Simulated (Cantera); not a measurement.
Cantera run, input and output.

```python
import numpy as np
import cantera as ct

gas = ct.Solution("h2o2.yaml")
gas.TPX = 323, 41000, {'H2': 1, 'O2': 0.25, 'N2': 0.95}
flame = ct.FreeFlame(gas, width=0.075)
flame.set_refine_criteria(ratio=3, slope=0.08, curve=0.16)
flame.transport_model = "mixture-averaged"
flame.solve(loglevel=0, auto=True)
flame.transport_model = "multicomponent"
flame.soret_enabled = True
flame.solve(loglevel=0, refine_grid=True)
z, T = flame.grid, flame.T
thick = (T[-1] - T[0]) / np.gradient(T, z).max()
show = ['H2', 'O2', 'OH', 'H', 'O', 'H2O']
print(f"laminar burning velocity  {flame.velocity[0] * 100:.3f} cm/s")
print(f"burnt temperature         {T[-1]:.1f} K")
print(f"thermal thickness         {thick * 1e3:.4f} mm")
print(f"grid points               {len(z)}")
z0 = z[flame.heat_release_rate.argmax()]
print(f"{'z/mm':>9s}{'T/K':>9s}{'u/(m/s)':>9s}" + "".join(f"{s:>11s}" for s in show))
rows = []
for k in (-3, -2, -1.5, -1, -0.5, -0.25, 0, 0.25, 0.5, 1, 2, 4, 8):
    zz = z0 + k * thick
    rows.append([k * thick, np.interp(zz, z, T), np.interp(zz, z, flame.velocity),
                 *(np.interp(zz, z, flame.X[gas.species_index(s)]) for s in show)])
    print(f"{rows[-1][0] * 1e3:9.3f}{rows[-1][1]:9.1f}{rows[-1][2]:9.3f}" + "".join(f"{x:11.3e}" for x in rows[-1][3:]))
```

Result:

```
laminar burning velocity  290.560 cm/s
burnt temperature         2051.4 K
thermal thickness         1.0812 mm
grid points               135
     z/mm      T/K  u/(m/s)         H2         O2         OH          H          O        H2O
   -3.243    323.0    2.906  4.545e-01  1.136e-01  3.766e-17  6.625e-18  1.765e-14  2.124e-13
   -2.162    323.0    2.906  4.545e-01  1.136e-01  4.262e-15  7.358e-16  1.884e-12  3.868e-11
   -1.622    323.0    2.906  4.545e-01  1.136e-01  8.177e-14  1.297e-14  2.495e-11  6.811e-10
   -1.081    323.1    2.905  4.543e-01  1.137e-01  1.222e-10  1.865e-11  1.390e-09  7.345e-08
   -0.541    341.3    2.987  4.370e-01  1.171e-01  1.892e-05  1.153e-05  1.779e-06  3.590e-04
   -0.270    631.7    5.333  3.967e-01  1.110e-01  7.656e-04  5.993e-03  1.594e-04  2.301e-02
    0.000   1041.0    8.675  3.186e-01  7.693e-02  1.146e-03  3.974e-02  2.044e-03  9.545e-02
    0.270   1311.9   10.917  2.308e-01  2.414e-02  2.501e-03  7.761e-02  3.110e-03  1.950e-01
    0.541   1432.4   11.900  2.035e-01  4.471e-03  2.668e-03  8.627e-02  1.589e-03  2.335e-01
    1.081   1537.8   12.714  2.053e-01  6.482e-04  2.967e-03  7.770e-02  9.762e-04  2.422e-01
    2.162   1648.1   13.535  2.148e-01  3.970e-04  3.220e-03  6.314e-02  7.727e-04  2.444e-01
    4.325   1759.2   14.338  2.246e-01  2.572e-04  3.141e-03  4.775e-02  5.242e-04  2.469e-01
    8.649   1855.9   15.017  2.331e-01  1.426e-04  2.712e-03  3.393e-02  3.012e-04  2.496e-01
```

Detailed kinetics in Cantera: the H2/O2 subset of GRI-Mech 3.0, which has no nitrogen chemistry. Burning velocities carry a grid error of a few per cent, more on coarse grids.
